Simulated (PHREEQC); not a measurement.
Consider water at 25 °C and 300 atm with 0.17 mol FeCl3, 0.0034 mol CaCl2, 0.00085 mol HCl and 0.033 mol Na2SO4 per kg of water. Closed to the air; pH follows from the charge balance.

Model: ion-association model, phreeqc.dat, run in PHREEQC.

| quantity | before | after |
|---|---|---|
| pH | 1.94 | 1.73 |
| ionic strength (mol/kgw) | 0.566 | 0.610 |
| Cl- (mol/kgw) | 0.378 | 0.401 |
| FeCl+2 (mol/kgw) | 0.0746 | 0.102 |
| FeCl2+ (mol/kgw) | 0.0318 | 0.00734 |
| SI of Gypsum (CaSO4:2H2O) | -1.81 | -1.70 |
| SI of Halite (NaCl) | -3.55 | -3.60 |

Q: Name the change that produced these shifts.
A. CaCl2 from 0.0034 to 0.00068 mol/kgw
B. temperature from 25 to 55 °C
C. diluted 5-fold with water
D. temperature from 25 to 85 °C
E. temperature from 25 to 45 °C

A: D, temperature from 25 to 85 °C

This is a speciation only: nothing precipitates in the calculation. Some of these states are supersaturated (in Hematite (slow to form), Goethite (slow to form), for instance). Under pressure, the constants of complexes without a molar volume in the database are unreliable. Away from 25 °C the constants follow the database's enthalpies or fits; those with neither stay at their 25 °C values.
